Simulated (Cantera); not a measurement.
Charge: 1 mol SiCl₄, 0.83 mol HCl, 0.48 mol H₂, at 475 °C and 233 Torr.

These are equilibrium values from Cantera (NASA tables, ideal gas, pure condensed phases), not measurements of a reactor. Candidate condensed phases: Si; 19 gas species. Equilibrium is a limit: real reactors are often held back by kinetics, nucleation or transport.

Base state: SiCl₄ 0.433, HCl 0.359, H₂ 0.208, SiHCl₃ 0.000110 (mole fractions); condensed: gas only.

What changes in the equilibrium state with this change: temperature from 475 °C to 675 °C?


```json
[
 {"species": "SiCl₄", "before": "0.433", "after": "0.432"},
 {"species": "HCl", "before": "0.359", "after": "0.360"},
 {"species": "H₂", "before": "0.208", "after": "0.207"},
 {"species": "SiCl₃", "before": "9.81e-8", "after": "3.80e-5"},
 {"species": "SiHCl₃", "before": "0.000110", "after": "0.00112"}
]
```
The tables' values for SiCl₃ are old estimates; treat these amounts as uncertain.
